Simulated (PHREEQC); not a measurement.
Solution (25 °C): 0.032 mol/kgw CdSO4 and 0.00014 mol/kgw Al2(SO4)3. Closed to the air; pH follows from the charge balance.

Equilibrium calculation in PHREEQC: ion-association model, phreeqc.dat.

| quantity | before | after |
|---|---|---|
| pH | 4.91 | 3.25 |
| ionic strength (mol/kgw) | 0.0690 | 0.0694 |
| SO4-2 (mol/kgw) | 0.0151 | 0.0150 |
| AlSO4+ (mol/kgw) | 0.000188 | 5.66e-9 |
| Al(SO4)2- (mol/kgw) | 3.75e-5 | 1.12e-9 |
| Al+3 (mol/kgw) | 3.58e-5 | 1.09e-9 |
| SI of Al(OH)3(a) (Al(OH)3) | -1.19 | -10.70 |

Question: What was changed between the two runs?
A) CdSO4 replaced by Cd(NO3)2 at the same molality
B) CdSO4 replaced by Li2SO4 at the same molality
C) 0.0013 mol/kgw HF added
D) Al2(SO4)3 from 0.00014 to 7e-05 mol/kgw

Answer: C, 0.0013 mol/kgw HF added

This is a speciation only: nothing precipitates in the calculation. Some of these states are supersaturated (in Gibbsite (slow to form), for instance). Fluoro complexes past AlF4- and FeF3 are missing from the database.
